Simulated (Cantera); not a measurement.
A perfectly stirred reactor is fed with 43.0 % H₂, 12.0 % O₂, 44.8 % N₂, 0.258 % NO, at 0.410 bar; it is adiabatic with a 348 K inlet, and is followed from long to short residence time, starting on the burning branch (τ in s: 0.059, 0.025, 0.011, 0.0045, 0.0019, 0.00081, 0.00034, 0.00015, 6.2e-05).

Detailed kinetics in Cantera: GRI-Mech 3.0 (53 species, 325 reactions). The mechanism lacks 2 NO + O2 → 2 NO2 and HONO, so NO2 and the effect of NO are under-described below about 1400 K.

### Question
Predict: blow-out, bracketed by the residence times tried; x(H₂) at τ = 59.0 ms; x(O₂) at τ = 59.0 ms; x(NO) at τ = 59.0 ms; x(N₂O) at τ = 59.0 ms; x(H) at τ = 59.0 ms; x(H₂) at τ = 1.90 ms; x(O₂) at τ = 1.90 ms; x(NO) at τ = 1.90 ms; x(N₂O) at τ = 1.90 ms; x(H) at τ = 1.90 ms.

### Answer
```
Property                                                                          Result
------------------------------------------------  --------------------------------------
blow-out, bracketed by the residence times tried  burning at 62.0 µs, the shortest tried
x(H₂) at τ = 59.0 ms                                                               0.209
x(O₂) at τ = 59.0 ms                                                             7.03e-5
x(NO) at τ = 59.0 ms                                                            0.000934
x(N₂O) at τ = 59.0 ms                                                            1.67e-8
x(H) at τ = 59.0 ms                                                               0.0114
x(H₂) at τ = 1.90 ms                                                               0.192
x(O₂) at τ = 1.90 ms                                                            0.000873
x(NO) at τ = 1.90 ms                                                             0.00253
x(N₂O) at τ = 1.90 ms                                                            1.78e-8
x(H) at τ = 1.90 ms                                                               0.0480
```
